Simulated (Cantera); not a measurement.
# Stirred combustor or abatement burner

A perfectly stirred reactor is fed with H2 : O2 : N2 = 1 : 0.806 : 8.87 (molar parts), at 13.0 bar; it is adiabatic with a 798 K inlet, and is followed from long to short residence time, starting on the burning branch (τ in s: 0.031, 0.01, 0.0035, 0.0012, 0.00038, 0.00013, 4.3e-05, 1.4e-05, 4.7e-06).

Cantera simulation using GRI-Mech 3.0 (53 species, 325 reactions); the numbers are that mechanism's predictions, not measurements. The hydrogen kinetics of GRI-Mech 3.0 are dated; newer H2 mechanisms differ, most at raised pressure. The pressure lies above the range GRI-Mech 3.0 was tuned for (to about 10 atm).

```csv
τ (s),T (K),x H2,x O2,x N2O,x NO,x NO2
0.031,1501,0.000113,0.0301,1.45e-6,7.87e-7,5.07e-8
0.010,1500,0.000276,0.0302,1.95e-6,8.50e-7,6.13e-8
0.0035,1497,0.000624,0.0303,2.12e-6,8.14e-7,5.45e-8
0.0012,1491,0.00138,0.0306,1.92e-6,7.18e-7,3.78e-8
0.00038,1479,0.00303,0.0314,1.48e-6,6.55e-7,2.32e-8
0.00013,1454,0.00633,0.0329,9.98e-7,6.60e-7,1.53e-8
4.3e-5,798,0.0937,0.0755,<1e-12,<1e-12,<1e-12
1.4e-5,798,0.0937,0.0755,<1e-12,<1e-12,<1e-12
4.7e-6,798,0.0937,0.0755,<1e-12,<1e-12,<1e-12
```
x: mole fraction; the columns are a selection and need not sum to one.
